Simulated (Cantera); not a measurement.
A perfectly stirred reactor is fed with H2 : O2 : N2 = 1 : 0.685 : 2.58 (molar parts), at 2.10 bar; it is adiabatic with a 573 K inlet, and is followed from long to short residence time, starting on the burning branch (τ in s: 0.095, 0.043, 0.02, 0.0089, 0.004, 0.0018, 0.00083, 0.00038, 0.00017, 7.8e-05, 3.5e-05, 1.6e-05, 7.3e-06).

Detailed kinetics in Cantera: GRI-Mech 3.0 (53 species, 325 reactions). The hydrogen kinetics of GRI-Mech 3.0 are dated; newer H2 mechanisms differ, most at raised pressure.

Q: What does this change do: inlet temperature 573 to 475 K?

A: 
```json
[
 {"quantity": "blow-out, bracketed by the residence times tried", "before": "burning at 7.30 µs, the shortest tried", "after": "burning at 7.30 µs, the shortest tried"},
 {"quantity": "x(H2) at τ = 95.0 ms", "before": "0.00148", "after": "0.00101"},
 {"quantity": "x(O2) at τ = 95.0 ms", "before": "0.0462", "after": "0.0472"},
 {"quantity": "x(O) at τ = 95.0 ms", "before": "0.000624", "after": "0.000426"},
 {"quantity": "x(NO) at τ = 95.0 ms", "before": "0.00346", "after": "0.00194"},
 {"quantity": "x(H) at τ = 95.0 ms", "before": "0.000224", "after": "0.000131"},
 {"quantity": "x(H2) at τ = 0.830 ms", "before": "0.00573", "after": "0.00534"},
 {"quantity": "x(O2) at τ = 0.830 ms", "before": "0.0481", "after": "0.0483"},
 {"quantity": "x(O) at τ = 0.830 ms", "before": "0.00235", "after": "0.00213"},
 {"quantity": "x(NO) at τ = 0.830 ms", "before": "0.000155", "after": "9.33e-5"},
 {"quantity": "x(H) at τ = 0.830 ms", "before": "0.00171", "after": "0.00157"}
]
```

Q: What does this change do: inlet temperature 573 to 648 K?

A: 
```
quantity                                                                          before                                   after
------------------------------------------------  --------------------------------------  --------------------------------------
blow-out, bracketed by the residence times tried  burning at 7.30 µs, the shortest tried  burning at 7.30 µs, the shortest tried
x(H2) at τ = 95.0 ms                                                             0.00148                                 0.00196
x(O2) at τ = 95.0 ms                                                              0.0462                                  0.0455
x(O) at τ = 95.0 ms                                                             0.000624                                0.000821
x(NO) at τ = 95.0 ms                                                             0.00346                                 0.00474
x(H) at τ = 95.0 ms                                                             0.000224                                0.000330
x(H2) at τ = 0.830 ms                                                            0.00573                                 0.00608
x(O2) at τ = 0.830 ms                                                             0.0481                                  0.0479
x(O) at τ = 0.830 ms                                                             0.00235                                 0.00253
x(NO) at τ = 0.830 ms                                                           0.000155                                0.000230
x(H) at τ = 0.830 ms                                                             0.00171                                 0.00183
```
